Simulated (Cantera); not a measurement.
Input: 1 mol SiC, 1.6 mol N₂O, 5.7 mol N₂, 1.9 mol H₂O, held at 0.00128 Torr.

Method: chemical equilibrium by Gibbs-energy minimisation in Cantera with the NASA 1993 tables (ideal gas, pure condensed phases). Candidate condensed phases: C, C₆H₆, C₇H₈, C₈H₁₈, H₂O, Si, SiC, SiO₂, Si₂N₂O, Si₃N₄; 151 gas species. The tables hold silica as quartz up to 1696 K and as liquid above; real silica turns to tridymite and cristobalite and melts near 1996 K. Rates play no part.

What share of the Si ends up in condensed phases as a function of T (K), at 1323, 1373, 1423, 1473, 1523, 1573, 1623?


```
T (K)  Si condensed (%)              as
-----  ----------------  --------------
1323              100.0  SiO₂(β-quartz)
1373               99.9  SiO₂(β-quartz)
1423               99.6  SiO₂(β-quartz)
1473               98.3  SiO₂(β-quartz)
1523               93.8  SiO₂(β-quartz)
1573               81.6  SiO₂(β-quartz)
1623               57.9  SiO₂(β-quartz)
```
